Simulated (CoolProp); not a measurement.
Model: reference Helmholtz-energy equation of state, Zhou 2011, in CoolProp.

### Question
For dimethyl carbonate, give the phase and the density (kg/m³), cp (kJ/(kg K)), speed of sound (m/s), expansivity (1/kK) at 93.55 °C and 2.45 MPa; 93.55 °C and 9 MPa; 93.55 °C and 12.3 MPa.

### Answer
- 93.55 °C and 2.45 MPa: liquid; density 973, cp 1.96, speed of sound 942, expansivity 1.46
- 93.55 °C and 9 MPa: liquid; density 982, cp 1.95, speed of sound 980, expansivity 1.37
- 93.55 °C and 12.3 MPa: liquid; density 987, cp 1.94, speed of sound 998, expansivity 1.33
